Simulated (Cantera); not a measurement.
A closed system holds: 1 mol AlCl₃, 160 mol NH₃, 2.5 mol H₂, equilibrated at 623.15 K and 0.900 Torr.

These are equilibrium values from Cantera (NASA tables, ideal gas, pure condensed phases), not measurements of a reactor. Candidate condensed phases: Al, AlCl₃, AlN, NH₄Cl; 20 gas species. Kinetics and transport are ignored.

Base state: H₂ 0.745, N₂ 0.246, HCl 0.00925, NH₃ 1.08e-5 (mole fractions); condensed: AlN(s).

What changes in the equilibrium state with this change: AlCl₃ replaced by Al(CH₃)₃?


```json
[
 {"species": "H₂", "before": "0.745", "after": "0.745"},
 {"species": "N₂", "before": "0.246", "after": "0.246"},
 {"species": "CH₄", "before": "0", "after": "0.00927"},
 {"species": "HCl", "before": "0.00925", "after": "0"},
 {"species": "NH₃", "before": "1.08e-5", "after": "1.08e-5"},
 {"species": "AlN(s), mol", "before": "0.997", "after": "1.00"}
]
```
The feed counts by its element totals alone. Further candidate phases: C, C₆H₆, C₇H₈, C₈H₁₈.
